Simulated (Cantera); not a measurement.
What does this Cantera script print?

```python
import numpy as np
import cantera as ct

gas_names = [...]  # 123 gases of nasa_gas.yaml made of C, H, O, Si
cond_names = """
    C(gr) C6H6(L) C7H8(L) C8H18(L),n-octa H2O(s) H2O(L) Si(cr) Si(L) SiC(b) SiO2(Lqz) SiO2(hqz) SiO2(L)
""".split()


# ... load() reads the species with a 1 bar reference pressure and builds the phases ...
atoms = {
    'SiC': {'Si': 1, 'C': 1},
    'O2': {'O': 2},
    'H2': {'H': 2},
}
top_T = {'C(gr)': 4500, 'SiC(b)': 3050}  # K; cautious upper limits of use, not melting points


# ... equilibrate(T, P, feed) seeds the gas with the atoms and calls Mixture.equilibrate('TP', solver="vcs", rtol=1e-11, max_steps=5000) ...
results = []
feed = {'SiC': 1, 'O2': 0.011, 'H2': 190}  # mol
T = 950  # K
P = 0.42  # Pa
mix = equilibrate(T, P, feed)
results.append((T, P, feed, dict(zip(mix.species_names, mix.species_moles))))
print(gas.report(threshold=1e-05))
for i in range(1, mix.n_phases):
    print(f"{mix.phase(i).name:16s} {mix.phase_moles(i):12.5e} mol")
```

Output:

```
       temperature   950 K
          pressure   0.42 Pa
           density   1.0725e-07 kg/m^3
  mean mol. weight   2.0171 kg/kmol
   phase of matter   gas

                          1 kg             1 kmol
                     ---------------   ---------------
          enthalpy        9.5064e+06        1.9175e+07  J
   internal energy        5.5904e+06        1.1276e+07  J
           entropy        1.3268e+05        2.6763e+05  J/K
    Gibbs function       -1.1654e+08       -2.3508e+08  J
 heat capacity c_p             14927             30108  J/K
 heat capacity c_v             10805             21794  J/K

                      mass frac. Y      mole frac. X     chem. pot. / RT
                     ---------------   ---------------   ---------------
                CO        0.00054044        3.8918e-05           -61.996
                H2           0.99944           0.99996            -29.76
     [ +121 minor]        2.3025e-05        1.3402e-06

C(gr)             0.00000e+00 mol
Si(cr)            0.00000e+00 mol
SiC(b)            9.92599e-01 mol
SiO2(hqz)         7.20396e-03 mol
```

Method: chemical equilibrium by Gibbs-energy minimisation in Cantera with the NASA 1993 tables (ideal gas, pure condensed phases).
